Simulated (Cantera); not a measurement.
## Stirred combustor or abatement burner

A perfectly stirred reactor is fed with CO : H2 : O2 : N2 : H2O = 1 : 0.19 : 0.331 : 1.24 : 0.65 (molar parts), equivalence ratio 1.8, at 2.00 bar; it is adiabatic with a 425 K inlet, and is followed from long to short residence time, starting on the burning branch (τ in s: 0.066, 0.03, 0.014, 0.0064, 0.0029, 0.0013, 0.00061, 0.00028, 0.00013, 5.8e-05, 2.7e-05, 1.2e-05).

Detailed kinetics in Cantera: GRI-Mech 3.0 (53 species, 325 reactions).

```csv
τ (s),T (K),x CO,x H2,x O2,x OH,x O,x NO2,x CO2
0.066,1928,0.133,0.0377,9.36e-5,0.000581,1.27e-5,1.03e-10,0.191
0.030,1923,0.133,0.0377,0.000162,0.000829,2.63e-5,1.45e-10,0.191
0.014,1915,0.133,0.0377,0.000279,0.00116,5.27e-5,2.06e-10,0.191
0.0064,1904,0.134,0.0377,0.000495,0.00162,0.000106,3.02e-10,0.190
0.0029,1887,0.134,0.0378,0.000885,0.00222,0.000209,4.46e-10,0.190
0.0013,1861,0.134,0.0379,0.00158,0.00296,0.000404,6.53e-10,0.188
0.00061,1825,0.135,0.0379,0.00269,0.00374,0.000721,9.04e-10,0.186
0.00028,1773,0.138,0.0377,0.00454,0.00449,0.00124,1.19e-9,0.182
0.00013,1700,0.143,0.0366,0.00757,0.00498,0.00197,1.44e-9,0.175
5.8e-5,1586,0.159,0.0322,0.0140,0.00479,0.00291,1.56e-9,0.157
2.7e-5,425,0.293,0.0557,0.0970,<1e-12,<1e-12,<1e-12,<1e-12
1.2e-5,425,0.293,0.0557,0.0970,<1e-12,<1e-12,<1e-12,<1e-12
```
x: mole fraction; the columns are a selection and need not sum to one.
